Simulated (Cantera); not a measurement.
What does this Cantera script print?

```python
import numpy as np
import cantera as ct

gas = ct.Solution("gri30.yaml")
gas.TPX = 1000, 270000, {'CO': 0.0083, 'O2': 0.011, 'H2O': 0.0039, 'N2': 1}
reactor = ct.IdealGasConstPressureReactor(gas, energy="off", clone=False)
net = ct.ReactorNet([reactor])
net.rtol, net.atol = 1e-08, 1e-18
show = ['CO', 'O2', 'H2O', 'O', 'NO2', 'OH', 'NO']
times = np.geomspace(0.0003, 20, 12)

steps = ct.SolutionArray(gas, extra=["t"])
rows = []
print(f"{'t/s':>10s}{'T/K':>9s}{'P/Pa':>11s}" + "".join(f"{s:>11s}" for s in show))
for t in times:
    while net.time < t:
        t_next = net.step()
        steps.append(gas.state, t=t_next)
    rows.append([np.interp(t, steps.t, y) for y in (steps.T, steps.P, *steps(*show).X.T)])
    print(f"{t:10.3e}{rows[-1][0]:9.1f}{rows[-1][1]:11.4g}" + "".join(f"{x:11.3e}" for x in rows[-1][2:]))
rate = np.gradient(steps.T, steps.t)
print("integrator steps:", len(steps.t))
if steps.T.max() > steps.T[0] + 200:
    print(f"time of steepest temperature rise: {steps.t[rate.argmax()]:.4e} s")
gas.TPX = 1000, 270000, {'CO': 0.0083, 'O2': 0.011, 'H2O': 0.0039, 'N2': 1}
gas.equilibrate("TP")
print(f"equilibrium (TP): T = {gas.T:.1f} K  " + "  ".join(f"{s} {gas[s].X[0]:.3e}" for s in show))
```

Result:

```
       t/s      T/K       P/Pa         CO         O2        H2O          O        NO2         OH         NO
 3.000e-04   1000.0    2.7e+05  8.112e-03  1.075e-02  3.812e-03  6.695e-11  1.478e-28  1.048e-12  2.164e-21
 8.235e-04   1000.0    2.7e+05  8.112e-03  1.075e-02  3.812e-03  1.516e-10  1.406e-26  2.707e-12  1.499e-20
 2.260e-03   1000.0    2.7e+05  8.112e-03  1.075e-02  3.812e-03  2.716e-10  1.235e-24  6.104e-12  9.020e-20
 6.205e-03   1000.0    2.7e+05  8.112e-03  1.075e-02  3.812e-03  3.985e-10  8.138e-23  1.422e-11  4.704e-19
 1.703e-02   1000.0    2.7e+05  8.112e-03  1.075e-02  3.812e-03  8.178e-10  6.199e-21  4.944e-11  3.364e-18
 4.675e-02   1000.0    2.7e+05  8.111e-03  1.075e-02  3.812e-03  5.559e-09  4.350e-18  4.615e-10  1.652e-16
 1.283e-01   1000.0    2.7e+05  8.068e-03  1.073e-02  3.810e-03  9.757e-08  1.476e-13  1.466e-08  1.391e-13
 3.523e-01   1000.0    2.7e+05  7.690e-03  1.054e-02  3.806e-03  1.237e-07  6.753e-12  2.243e-08  3.747e-12
 9.670e-01   1000.0    2.7e+05  6.638e-03  1.002e-02  3.801e-03  1.199e-07  6.671e-11  2.493e-08  3.401e-11
 2.654e+00   1000.0    2.7e+05  4.358e-03  8.891e-03  3.805e-03  9.622e-08  4.718e-10  2.594e-08  2.075e-10
 7.286e+00   1000.0    2.7e+05  1.519e-03  7.478e-03  3.818e-03  4.823e-08  2.196e-09  2.371e-08  6.219e-10
 2.000e+01   1000.0    2.7e+05  2.010e-04  6.821e-03  3.826e-03  8.323e-09  5.063e-09  1.472e-08  5.551e-10
integrator steps: 834
equilibrium (TP): T = 1000.0 K  CO 3.706e-12  O2 6.719e-03  H2O 3.827e-03  O 7.895e-12  NO2 9.897e-08  OH 7.444e-09  NO 6.280e-06
```

Detailed kinetics in Cantera: GRI-Mech 3.0 (53 species, 325 reactions).
